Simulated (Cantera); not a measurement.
Cantera run:

```python
import numpy as np
import cantera as ct

gas_names = """
    Br Br2 H HBr H2 Si SiBr SiBr2 SiBr3 SiBr4 SiH SiHBr3 SiH2 SiH2Br2 SiH3 SiH3Br SiH4 Si2 Si3
""".split()
cond_names = """
    Br2(cr) Br2(L) Si(cr) Si(L)
""".split()


# ... load() reads the species with a 1 bar reference pressure and builds the phases ...
atoms = {
    'Si': {'Si': 1},
    'HBr': {'H': 1, 'Br': 1},
    'H2': {'H': 2},
}
top_T = {}  # K; cautious upper limits of use, not melting points


# ... equilibrate(T, P, feed) seeds the gas with the atoms and calls Mixture.equilibrate('TP', solver="vcs", rtol=1e-11, max_steps=5000) ...
results = []
feed = {'Si': 1, 'HBr': 1.5, 'H2': 4.7}  # mol
P = 133.322  # Pa
for T in [548, 598, 648, 698, 748, 798, 848, 898, 948, 998, 1048, 1098, 1148, 1198]:
    mix = equilibrate(T, P, feed)
    results.append((T, P, feed, dict(zip(mix.species_names, mix.species_moles))))
    x = sorted(zip(gas.X, gas.species_names), reverse=True)
    print(f"T = {T:g} K  P = {P:g} Pa  gas = {mix.phase_moles(0):.4g} mol")
    print("   x: " + "  ".join(f"{s} {v:.3e}" for v, s in x if v > 1e-06))
    print("   condensed (mol): " + ("  ".join(f"{mix.phase(i).name} {mix.phase_moles(i):.4g}"
          for i in range(1, mix.n_phases) if mix.phase_moles(i) > 1e-12) or "none"))
```

It prints:

```
T = 548 K  P = 133.322 Pa  gas = 5.823 mol
   x: H2 9.351e-01  SiBr4 6.336e-02  SiHBr3 1.325e-03  HBr 1.568e-04  SiH2Br2 1.268e-05
   condensed (mol): Si(cr) 0.6233
T = 598 K  P = 133.322 Pa  gas = 5.824 mol
   x: H2 9.348e-01  SiBr4 6.314e-02  SiHBr3 1.486e-03  HBr 5.264e-04  SiH2Br2 1.608e-05
   condensed (mol): Si(cr) 0.6236
T = 648 K  P = 133.322 Pa  gas = 5.825 mol
   x: H2 9.341e-01  SiBr4 6.278e-02  SiHBr3 1.627e-03  HBr 1.459e-03  SiH2Br2 1.947e-05  SiBr3 1.520e-06
   condensed (mol): Si(cr) 0.6247
T = 698 K  P = 133.322 Pa  gas = 5.827 mol
   x: H2 9.326e-01  SiBr4 6.215e-02  HBr 3.476e-03  SiHBr3 1.746e-03  SiH2Br2 2.274e-05  SiBr3 6.384e-06  SiBr2 4.525e-06
   condensed (mol): Si(cr) 0.6274
T = 748 K  P = 133.322 Pa  gas = 5.833 mol
   x: H2 9.297e-01  SiBr4 6.104e-02  HBr 7.333e-03  SiHBr3 1.837e-03  SiBr2 2.596e-05  SiH2Br2 2.573e-05  SiBr3 2.192e-05
   condensed (mol): Si(cr) 0.6328
T = 798 K  P = 133.322 Pa  gas = 5.843 mol
   x: H2 9.248e-01  SiBr4 5.914e-02  HBr 1.398e-02  SiHBr3 1.893e-03  SiBr2 1.182e-04  SiBr3 6.358e-05  SiH2Br2 2.830e-05
   condensed (mol): Si(cr) 0.6421
T = 848 K  P = 133.322 Pa  gas = 5.86 mol
   x: H2 9.169e-01  SiBr4 5.610e-02  HBr 2.447e-02  SiHBr3 1.902e-03  SiBr2 4.430e-04  SiBr3 1.594e-04  SiH2Br2 3.021e-05
   condensed (mol): Si(cr) 0.6564
T = 898 K  P = 133.322 Pa  gas = 5.885 mol
   x: H2 9.053e-01  SiBr4 5.144e-02  HBr 3.968e-02  SiHBr3 1.848e-03  SiBr2 1.400e-03  SiBr3 3.493e-04  SiH2Br2 3.118e-05
   condensed (mol): Si(cr) 0.6759
T = 948 K  P = 133.322 Pa  gas = 5.923 mol
   x: H2 8.893e-01  HBr 5.990e-02  SiBr4 4.464e-02  SiBr2 3.782e-03  SiHBr3 1.709e-03  SiBr3 6.708e-04  SiH2Br2 3.082e-05  Br 2.457e-06
   condensed (mol): Si(cr) 0.6989
T = 998 K  P = 133.322 Pa  gas = 5.976 mol
   x: H2 8.691e-01  HBr 8.415e-02  SiBr4 3.538e-02  SiBr2 8.754e-03  SiHBr3 1.467e-03  SiBr3 1.113e-03  SiH2Br2 2.873e-05  Br 9.172e-06
   condensed (mol): Si(cr) 0.7206
T = 1048 K  P = 133.322 Pa  gas = 6.042 mol
   x: H2 8.467e-01  HBr 1.093e-01  SiBr4 2.416e-02  SiBr2 1.712e-02  SiBr3 1.547e-03  SiHBr3 1.121e-03  Br 2.894e-05  SiH2Br2 2.460e-05
   condensed (mol): Si(cr) 0.7343
T = 1098 K  P = 133.322 Pa  gas = 6.11 mol
   x: H2 8.267e-01  HBr 1.299e-01  SiBr2 2.766e-02  SiBr4 1.322e-02  SiBr3 1.719e-03  SiHBr3 7.238e-04  Br 7.716e-05  SiH2Br2 1.879e-05
   condensed (mol): Si(cr) 0.7352
T = 1148 K  P = 133.322 Pa  gas = 6.159 mol
   x: H2 8.140e-01  HBr 1.414e-01  SiBr2 3.681e-02  SiBr4 5.655e-03  SiBr3 1.511e-03  SiHBr3 3.892e-04  Br 1.753e-04  SiH2Br2 1.273e-05  H 1.770e-06
   condensed (mol): Si(cr) 0.7267
T = 1198 K  P = 133.322 Pa  gas = 6.184 mol
   x: H2 8.088e-01  HBr 1.449e-01  SiBr2 4.256e-02  SiBr4 2.064e-03  SiBr3 1.129e-03  Br 3.515e-04  SiHBr3 1.862e-04  SiH2Br2 8.001e-06  H 4.682e-06
   condensed (mol): Si(cr) 0.7159
```

Equilibrium computed with Cantera from the NASA thermochemical tables; the gas is ideal and each condensed phase is pure. The tables' values for SiBr3 are old estimates; treat these amounts as uncertain.
